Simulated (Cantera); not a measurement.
Charge: 1 mol Cu2O, 0.88 mol C, 0.12 mol N2, held at 1450 K and 2180 Torr.

Method: chemical equilibrium by Gibbs-energy minimisation in Cantera with the NASA 1993 tables (ideal gas, pure condensed phases). Candidate condensed phases: C, Cu, CuO, Cu2O; 27 gas species. Equilibrium is a limit: real reactors are often held back by kinetics, nucleation or transport.

Q: What is the equilibrium state?

A: x(CO): 0.760
x(CO2): 0.120
x(N2): 0.120
x(Cu): 1.19e-6
n(Cu(l)): 2.00 mol
gas amount: 1.000 mol
log10 activity of C(graphite) (absent): -1.83
